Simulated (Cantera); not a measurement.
A perfectly stirred reactor is fed with CH4 : C2H6 : O2 : N2 = 1 : 0.051 : 4.95 : 18.6 (molar parts), equivalence ratio 0.44, at 2.10 bar; it is adiabatic with a 775 K inlet, and is followed from long to short residence time, starting on the burning branch (τ in s: 0.032, 0.015, 0.0074, 0.0036, 0.0017, 0.00083, 0.0004, 0.00019, 9.4e-05, 4.5e-05, 2.2e-05, 1.1e-05, 5.1e-06).

Model: GRI-Mech 3.0 (53 species, 325 reactions), integrated in Cantera.

### Question
What does this change do: inlet temperature 775 to 350 K?

### Answer
```json
[
 {"quantity": "blow-out, bracketed by the residence times tried", "before": "burning at 0.190 ms, out at 94.0 µs", "after": "burning at 7.40 ms, out at 3.60 ms"},
 {"quantity": "x(CH4) at τ = 32.0 ms", "before": "1.55e-5", "after": "0.000108"},
 {"quantity": "x(C2H6) at τ = 32.0 ms", "before": "1.94e-7", "after": "1.59e-6"},
 {"quantity": "x(O2) at τ = 32.0 ms", "before": "0.112", "after": "0.113"},
 {"quantity": "x(HCO) at τ = 32.0 ms", "before": "1.53e-8", "after": "2.04e-8"},
 {"quantity": "x(HCN) at τ = 32.0 ms", "before": "3.24e-9", "after": "9.11e-10"},
 {"quantity": "x(CH4) at τ = 0.400 ms", "before": "0.000310", "after": "0.0406"},
 {"quantity": "x(C2H6) at τ = 0.400 ms", "before": "4.11e-6", "after": "0.00207"},
 {"quantity": "x(O2) at τ = 0.400 ms", "before": "0.115", "after": "0.201"},
 {"quantity": "x(HCO) at τ = 0.400 ms", "before": "1.41e-6", "after": "<1e-12"},
 {"quantity": "x(HCN) at τ = 0.400 ms", "before": "1.69e-8", "after": "<1e-12"}
]
```

### Question
What does this change do: O2 4.95 to 3.9 parts?

### Answer
```
quantity                                                                       before                                after
------------------------------------------------  -----------------------------------  -----------------------------------
blow-out, bracketed by the residence times tried  burning at 0.190 ms, out at 94.0 µs  burning at 0.190 ms, out at 94.0 µs
x(CH4) at τ = 32.0 ms                                                         1.55e-5                              1.36e-5
x(C2H6) at τ = 32.0 ms                                                        1.94e-7                              1.65e-7
x(O2) at τ = 32.0 ms                                                            0.112                               0.0729
x(HCO) at τ = 32.0 ms                                                         1.53e-8                              1.92e-8
x(HCN) at τ = 32.0 ms                                                         3.24e-9                              6.70e-9
x(CH4) at τ = 0.400 ms                                                       0.000310                             0.000269
x(C2H6) at τ = 0.400 ms                                                       4.11e-6                              3.53e-6
x(O2) at τ = 0.400 ms                                                           0.115                               0.0759
x(HCO) at τ = 0.400 ms                                                        1.41e-6                              1.79e-6
x(HCN) at τ = 0.400 ms                                                        1.69e-8                              5.22e-8
```
